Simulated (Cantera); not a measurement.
## Stirred combustor or abatement burner

A perfectly stirred reactor is fed with 4.23 % CH4, 20.1 % O2, 75.7 % N2, equivalence ratio 0.42, at 750 Torr; it is adiabatic with a 525 K inlet, and is followed from long to short residence time, starting on the burning branch (τ in s: 0.067, 0.031, 0.014, 0.0066, 0.0031, 0.0014, 0.00066, 0.0003, 0.00014, 6.5e-05, 3e-05, 1.4e-05).

Detailed kinetics in Cantera: GRI-Mech 3.0 (53 species, 325 reactions).

| τ (s) | T (K) | x CH4 | x O2 | x HCO | x CH2 | x NO | x H | x C2H6 |
|---|---|---|---|---|---|---|---|---|
| 0.067 | 1500 | 3.45e-5 | 0.117 | 1.64e-8 | 2.62e-8 | 1.71e-6 | 7.77e-6 | 4.84e-9 |
| 0.031 | 1496 | 5.70e-5 | 0.117 | 3.68e-8 | 5.01e-8 | 1.39e-6 | 1.62e-5 | 8.88e-9 |
| 0.014 | 1488 | 9.67e-5 | 0.117 | 8.47e-8 | 9.55e-8 | 1.06e-6 | 3.41e-5 | 1.66e-8 |
| 0.0066 | 1477 | 0.000163 | 0.118 | 1.85e-7 | 1.72e-7 | 8.09e-7 | 6.68e-5 | 3.16e-8 |
| 0.0031 | 1457 | 0.000289 | 0.119 | 4.03e-7 | 3.07e-7 | 6.14e-7 | 0.000125 | 6.93e-8 |
| 0.0014 | 1417 | 0.000621 | 0.121 | 9.01e-7 | 5.64e-7 | 3.95e-7 | 0.000211 | 2.57e-7 |
| 0.00066 | 525 | 0.0423 | 0.201 | <1e-12 | <1e-12 | <1e-12 | <1e-12 | <1e-12 |
| 0.00030 | 525 | 0.0423 | 0.201 | <1e-12 | <1e-12 | <1e-12 | <1e-12 | <1e-12 |
| 0.00014 | 525 | 0.0423 | 0.201 | <1e-12 | <1e-12 | <1e-12 | <1e-12 | <1e-12 |
| 6.5e-5 | 525 | 0.0423 | 0.201 | <1e-12 | <1e-12 | <1e-12 | <1e-12 | <1e-12 |
| 3.0e-5 | 525 | 0.0423 | 0.201 | <1e-12 | <1e-12 | <1e-12 | <1e-12 | <1e-12 |
| 1.4e-5 | 525 | 0.0423 | 0.201 | <1e-12 | <1e-12 | <1e-12 | <1e-12 | <1e-12 |
x: mole fraction; the columns are a selection and need not sum to one.
